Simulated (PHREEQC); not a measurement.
Consider water at 30 °C with 0.0021 mol/kgw ZnSO4, 0.19 mol/kgw KCl and 0.0031 mol/kgw FeSO4. Closed to the air; pH follows from the charge balance.

Equilibrium calculation in PHREEQC: ion-association model, phreeqc.dat.

No solid was allowed to form.

Problem. Order these Zn species by the share of Zn that they hold, largest first: ZnCl3-, ZnCl+, ZnCl2, ZnSO4, Zn+2.

Solution. Zn+2 (78 %), ZnCl+ (14 %), ZnSO4 (5.4 %), ZnCl2 (1.4 %), ZnCl3- (0.32 %)

Problem. Order these S species by the share of S that they hold, largest first: Zn(SO4)2-2, SO4-2, ZnSO4, KSO4-, FeSO4.

Solution. SO4-2 (68 %), KSO4- (27 %), FeSO4 (3.2 %), ZnSO4 (2.2 %), Zn(SO4)2-2 (0.12 %)

The pH is 5.79 and the ionic strength 0.206 mol/kgw.
